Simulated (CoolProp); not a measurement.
Octamethyltrisiloxane (MDM) at several states: fugacity coefficient from the reference equation and from simpler models built on Tc = 565.4 K, pc = 1.438 MPa, ω = 0.528; each cubic takes its own stable root.

Values from CoolProp's reference Helmholtz-energy equation of state, Thol 2017.

```
T (K)  p (MPa)   phase  reference  Redlich-Kwong  Peng-Robinson
-----  -------  ------  ---------  -------------  -------------
377.3     0.26  liquid    0.08909         0.3062        0.09074
291.2   0.0124  liquid    0.02521         0.3892        0.03127
462       0.47  liquid     0.4588         0.7300         0.4544
467.7    0.902  liquid     0.2775         0.4293         0.2745
202.6    0.889  liquid   2.434e-8       1.008e-5       7.038e-8
```
